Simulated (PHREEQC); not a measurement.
A solution holds 0.0097 mol H2SO4, 0.2 mol MnSO4 and 0.017 mol K2SO4 per kg of water, at 20 °C. Closed to the air; pH follows from the charge balance.

All values are PHREEQC results (ion-association model, phreeqc.dat), not measurements.

Problem. The ionic strength comes out as 0.464 mol/kgw. What activity coefficients do SO4-2, Mn+2, HSO4-, KSO4-, H+ get?

Solution. SO4-2 0.21, Mn+2 0.26, HSO4- 0.73, KSO4- 0.70, H+ 0.77.

No solid was allowed to form.
